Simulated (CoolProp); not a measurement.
Saturation properties of carbonyl sulfide (Tc = 105.6 °C, pc = 6369 kPa, ω = 0.098).

Model: reference Helmholtz-energy equation of state, Lemmon 2006, in CoolProp. It is a short technical equation, of lower accuracy than the large ones.

| T (°C) | p (kPa) | vapour density (kg/m³) | enthalpy of vaporisation (kJ/kg) | liquid cp (kJ/(kg K)) |
|---|---|---|---|---|
| -92.85 | 8.165 | 0.3287 | 336.0 | 1.165 |
| -78.75 | 21.57 | 0.8091 | 327.3 | 1.164 |
| -64.75 | 48.85 | 1.723 | 318.5 | 1.169 |
| -50.65 | 99.05 | 3.309 | 309.2 | 1.181 |
| -36.65 | 182.1 | 5.813 | 299.6 | 1.199 |
| -22.65 | 310.7 | 9.554 | 289.2 | 1.222 |
| -8.55 | 500.0 | 14.94 | 277.8 | 1.253 |
| 5.45 | 762.1 | 22.34 | 265.2 | 1.293 |

It boils at -50.2 °C under 1 atm.
